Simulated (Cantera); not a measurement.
What does this Cantera script print?

```python
import numpy as np
import cantera as ct

gas_names = [...]  # 87 gases of nasa_gas.yaml made of C, H, Si
cond_names = """
    C(gr) C6H6(L) C7H8(L) C8H18(L),n-octa Si(cr) Si(L) SiC(b)
""".split()


# ... load() reads the species with a 1 bar reference pressure and builds the phases ...
atoms = {
    'CH3SiH3': {'C': 1, 'H': 6, 'Si': 1},
    'CH4': {'C': 1, 'H': 4},
    'H2': {'H': 2},
}
top_T = {'C(gr)': 4500, 'SiC(b)': 3050}  # K; cautious upper limits of use, not melting points


# ... equilibrate(T, P, feed) seeds the gas with the atoms and calls Mixture.equilibrate('TP', solver="vcs", rtol=1e-11, max_steps=5000) ...
results = []
feed = {'CH3SiH3': 1, 'CH4': 0.021, 'H2': 890}  # mol
T = 1023  # K
P = 10000  # Pa
mix = equilibrate(T, P, feed)
results.append((T, P, feed, dict(zip(mix.species_names, mix.species_moles))))
x = sorted(zip(gas.X, gas.species_names), reverse=True)
print(f"T = {T:g} K  P = {P:g} Pa  gas = {mix.phase_moles(0):.4g} mol")
print("   x: " + "  ".join(f"{s} {v:.3e}" for v, s in x if v > 1e-05))
print("   condensed (mol): " + ("  ".join(f"{mix.phase(i).name} {mix.phase_moles(i):.4g}"
      for i in range(1, mix.n_phases) if mix.phase_moles(i) > 1e-12) or "none"))
```

Result:

```
T = 1023 K  P = 10000 Pa  gas = 893 mol
   x: H2 1.000e+00  CH4 2.352e-05
   condensed (mol): SiC(b) 1
```

Cantera equilibrium calculation (NASA polynomials, part measured and part estimated; ideal gas, pure solids and liquids). The feed counts by its element totals alone.
